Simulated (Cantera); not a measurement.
A Cantera script and what it prints.

```python
import numpy as np
import cantera as ct

gas_names = """
    Ca CaO CaOH CaO2H2 Ca2 H HO2 H2 H2O H2O2 O OH O2 O3
""".split()
cond_names = """
    Ca(a) Ca(b) Ca(L) CaO(s) CaO(L) CaO2H2(s) H2O(s) H2O(L)
""".split()


def load(file, names, dense=False):
    # The tables refer to 1 bar. Condensed volumes are neglected.
    table = {s.name: s for s in ct.Species.list_from_file(file)}
    out = []
    for n in names:
        d = dict(table[n].input_data)
        d["thermo"] = dict(d["thermo"], **{"reference-pressure": 1e5})
        if dense:
            d["equation-of-state"] = {"model": "constant-volume", "density": "1e6 g/cm^3"}
        out.append(ct.Species.from_dict(d))
    return out


gas = ct.Solution(thermo="ideal-gas", species=load("nasa_gas.yaml", gas_names))
cond = {s.name: ct.Solution(thermo="fixed-stoichiometry", species=[s], name=s.name)
        for s in load("nasa_condensed.yaml", cond_names, dense=True)}
atoms = {
    'Ca(OH)2': {'Ca': 1, 'O': 2, 'H': 2},
    'H2O': {'H': 2, 'O': 1},
}
top_T = {}  # K; cautious upper limits of use, not melting points


def equilibrate(T, P, feed):
    n = {}
    for name, mol in feed.items():
        for a, k in atoms[name].items():
            n[a] = n.get(a, 0.0) + k * mol
    gas.TPX = T, P, n
    mass = sum(n.values()) * gas.mean_molecular_weight
    gas.equilibrate("TP")
    valid = [c for c in cond.values() if c.min_temp <= T <= top_T.get(c.name, c.max_temp)]
    mix = ct.Mixture([(gas, mass / gas.mean_molecular_weight)] + [(c, 0.0) for c in valid])
    mix.T, mix.P = T, P
    mix.equilibrate("TP", solver="vcs", rtol=1e-11, max_steps=5000)
    return mix


results = []
feed = {'Ca(OH)2': 1, 'H2O': 0.21}  # mol
P = 101325  # Pa
for T in [825, 975, 1125, 1275, 1425, 1575, 1725, 1875, 2025]:
    mix = equilibrate(T, P, feed)
    results.append((T, P, feed, dict(zip(mix.species_names, mix.species_moles))))
    x = sorted(zip(gas.X, gas.species_names), reverse=True)
    print(f"T = {T:g} K  P = {P:g} Pa  gas = {mix.phase_moles(0):.4g} mol")
    print("   x: " + "  ".join(f"{s} {v:.3e}" for v, s in x if v > 1e-06))
    print("   condensed (mol): " + ("  ".join(f"{mix.phase(i).name} {mix.phase_moles(i):.4g}"
          for i in range(1, mix.n_phases) if mix.phase_moles(i) > 1e-12) or "none"))
```

Result:

```
T = 825 K  P = 101325 Pa  gas = 1.21 mol
   x: H2O 1.000e+00
   condensed (mol): CaO(s) 1
T = 975 K  P = 101325 Pa  gas = 1.21 mol
   x: H2O 1.000e+00
   condensed (mol): CaO(s) 1
T = 1125 K  P = 101325 Pa  gas = 1.21 mol
   x: H2O 1.000e+00  H2 2.281e-06  O2 1.102e-06
   condensed (mol): CaO(s) 1
T = 1275 K  P = 101325 Pa  gas = 1.21 mol
   x: H2O 1.000e+00  H2 1.852e-05  O2 8.767e-06  OH 1.979e-06
   condensed (mol): CaO(s) 1
T = 1425 K  P = 101325 Pa  gas = 1.21 mol
   x: H2O 9.998e-01  H2 9.749e-05  O2 4.501e-05  OH 1.500e-05
   condensed (mol): CaO(s) 1
T = 1575 K  P = 101325 Pa  gas = 1.21 mol
   x: H2O 9.994e-01  H2 3.760e-04  O2 1.688e-04  OH 7.730e-05  CaO2H2 1.481e-06
   condensed (mol): CaO(s) 1
T = 1725 K  P = 101325 Pa  gas = 1.211 mol
   x: H2O 9.980e-01  H2 1.151e-03  O2 5.014e-04  OH 2.991e-04  CaO2H2 8.415e-06  H 6.258e-06  O 1.291e-06
   condensed (mol): CaO(s) 1
T = 1875 K  P = 101325 Pa  gas = 1.212 mol
   x: H2O 9.948e-01  H2 2.949e-03  O2 1.247e-03  OH 9.300e-04  CaO2H2 3.588e-05  H 3.536e-05  O 8.437e-06
   condensed (mol): CaO(s) 1
T = 2025 K  P = 101325 Pa  gas = 1.215 mol
   x: H2O 9.880e-01  H2 6.573e-03  O2 2.695e-03  OH 2.436e-03  H 1.550e-04  CaO2H2 1.222e-04  O 4.171e-05
   condensed (mol): CaO(s) 0.9999
```

Cantera equilibrium calculation (NASA polynomials, part measured and part estimated; ideal gas, pure solids and liquids).
